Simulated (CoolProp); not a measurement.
CH3F (R41) at several states: fugacity coefficient from the reference equation and from simpler models built on Tc = 44.1 °C, pc = 59.06 bar, ω = 0.200; each cubic takes its own stable root.

Values from CoolProp's reference Helmholtz-energy equation of state, Lemmon 2006. It is a short technical equation, of lower accuracy than the large ones.

| T (°C) | p (bar) | phase | reference | van der Waals | Redlich-Kwong | Soave-Redlich-Kwong | Peng-Robinson |
|---|---|---|---|---|---|---|---|
| 132.95 | 12.1 | gas | 0.9652 | 0.9674 | 0.9670 | 0.9713 | 0.9656 |
| 1.05 | 0.255 | gas | 0.9972 | 0.9982 | 0.9978 | 0.9977 | 0.9975 |
| -115.55 | 14.5 | liquid | 0.005327 | 0.1113 | 0.008784 | 0.004740 | 0.005076 |
